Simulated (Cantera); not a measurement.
An isothermal, constant-pressure homogeneous reactor starts with NH3 : H2 = 1 : 5.5 (molar parts), at 1498 K and 0.0320 bar.

Detailed kinetics in Cantera: the gas-phase N/H chemistry of the illustrative SiF4/NH3 mechanism in the Surface Chemkin manual (1991). Walls and surfaces, which speed up NH3 decomposition in real reactors, are not modelled.

Task: Predict: x(NH3) at 200 s; x(H2) at 200 s; x(H) at 200 s; x(NH) at 200 s; x(NH2) at 200 s; x(N) at 200 s; x(N2) at 200 s.

Result: 
- x(NH3) at 200 s: 0.127 (gas-phase equilibrium 4.57e-7)
- x(H2) at 200 s: 0.861 (gas-phase equilibrium 0.933)
- x(H) at 200 s: 4.85e-5 (gas-phase equilibrium 9.34e-5)
- x(NH) at 200 s: 8.58e-8 (gas-phase equilibrium <1e-12)
- x(NH2) at 200 s: 1.58e-5 (gas-phase equilibrium 1.01e-10)
- x(N) at 200 s: 4.04e-9 (gas-phase equilibrium <1e-12)
- x(N2) at 200 s: 0.0116 (gas-phase equilibrium 0.0667)
